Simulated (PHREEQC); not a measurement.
Consider water at 35 °C with 0.15 mol H2SO4 and 0.00079 mol CuCl2 per kg of water. Closed to the air; pH follows from the charge balance.

Equilibrium calculation in PHREEQC: ion-association model, phreeqc.dat.

Each row changes one thing in this solution. Precipitation was switched off in this run.

```csv
case,pH,ionic strength (mol/kgw),HSO4- (mol/kgw),SO4-2 (mol/kgw)
as made,0.87,0.192,0.130,0.0200
diluted 2-fold with water,1.13,0.105,0.0604,0.0145
CuCl2 replaced by FeCl2 at the same molality,0.87,0.192,0.130,0.0200
0.062 mol/kgw HF added,0.87,0.192,0.130,0.0200
H2SO4 from 0.15 to 0.165 mol/kgw,0.83,0.209,0.144,0.0210
temperature from 35 to 50 °C,0.88,0.182,0.135,0.0150
H2SO4 from 0.15 to 0.015 mol/kgw,1.73,0.0292,0.00865,0.00613
```

At this temperature some constants are extrapolated from 25 °C, and those without enthalpy data are left unchanged.
